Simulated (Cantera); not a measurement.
An adiabatic, constant-pressure homogeneous reactor starts with 4.16 % CH4, 0.998 % H2, 18.4 % O2, 69.0 % N2, 7.48 % CO2, at 1325 K and 5.03 atm.

Detailed kinetics in Cantera: GRI-Mech 3.0 (53 species, 325 reactions).

**Question.** Predict: time of steepest temperature rise; temperature at 3.00 s; equilibrium temperature; x(H2) at 3.00 s; x(O2) at 3.00 s; x(O) at 3.00 s; x(H2O) at 3.00 s; x(NO) at 3.00 s.

**Answer.** 
```json
{
 "time_of_steepest_temperature_rise": "0.442 ms",
 "temperature at 3.00 s": "2195 K",
 "equilibrium_temperature": "2195 K",
 "x(H2) at 3.00 s": "0.000149 (gas-phase equilibrium 0.000149)",
 "x(O2) at 3.00 s": "0.0918 (gas-phase equilibrium 0.0918)",
 "x(O) at 3.00 s": "0.000353 (gas-phase equilibrium 0.000353)",
 "x(H2O) at 3.00 s": "0.0920 (gas-phase equilibrium 0.0920)",
 "x(NO) at 3.00 s": "0.00774 (gas-phase equilibrium 0.00774)"
}
```
